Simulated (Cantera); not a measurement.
**Ignition delay**

Mixture: CH4 : CO : O2 : N2 = 1 : 0.04 : 3.16 : 11.9 (molar parts), equivalence ratio 0.64, at 0.987 atm, adiabatic and at constant pressure. Ignition delay is the time to a rise of 400 K.

Detailed kinetics in Cantera: GRI-Mech 3.0 (53 species, 325 reactions).

```json
[
 {"T0 (K)": "1175", "delay (ms)": "53.1"},
 {"T0 (K)": "1225", "delay (ms)": "25.8"},
 {"T0 (K)": "1275", "delay (ms)": "13.0"},
 {"T0 (K)": "1325", "delay (ms)": "6.85"},
 {"T0 (K)": "1375", "delay (ms)": "3.75"},
 {"T0 (K)": "1425", "delay (ms)": "2.14"},
 {"T0 (K)": "1475", "delay (ms)": "1.28"},
 {"T0 (K)": "1525", "delay (ms)": "0.795"}
]
```

| Quantity | Result |
|---|---|
| apparent activation energy between 1425 and 1525 K | 180 kJ/mol |
